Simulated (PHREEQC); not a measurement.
Consider water at 25 °C with 0.048 mol HF and 0.0014 mol Na2HPO4 per kg of water. Closed to the air; pH follows from the charge balance.

Equilibrium calculation in PHREEQC: ion-association model, phreeqc.dat.

Precipitation was switched off in this run.

### Question
Order these F species by the share of F that they hold, largest first: F-, HF, HF2-.

### Answer
HF (83 %), F- (13 %), HF2- (3.9 %)

The pH is 2.32 and the ionic strength 0.00796 mol/kgw. Complexes and solids missing from the database can't appear.
